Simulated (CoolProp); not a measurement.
Values from CoolProp's reference Helmholtz-energy equation of state, Thol 2015.

Task: For 1,2-dichloroethane, give the phase and the density (kg/m³), fugacity coefficient at 444.5 K and 17.4 MPa; 444.5 K and 52.3 MPa.

Result: 
- 444.5 K and 17.4 MPa: liquid; density 1050, fugacity coefficient 0.0673
- 444.5 K and 52.3 MPa: liquid; density 1110, fugacity coefficient 0.0531
